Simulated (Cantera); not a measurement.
Mixture: CO : H2 : CH4 : O2 : N2 = 1 : 0.1 : 0.14 : 1.54 : 5.78 (molar parts), equivalence ratio 0.54, at 101000 Pa, adiabatic and at constant volume. Ignition delay is the time to a rise of 400 K.

Computed with Cantera and GRI-Mech 3.0 (53 species, 325 reactions).

Q: What does this change do: O2 1.54 to 0.77 parts?

A: 
```tsv
quantity	before	after
delay at 1025 K	2.79 ms	5.73 ms
delay at 1075 K	1.38 ms	3.19 ms
delay at 1125 K	0.779 ms	1.92 ms
delay at 1175 K	0.487 ms	1.22 ms
delay at 1225 K	0.332 ms	0.810 ms
delay at 1275 K	0.241 ms	0.561 ms
apparent activation energy between 1175 and 1275 K	87 kJ/mol	97 kJ/mol
```
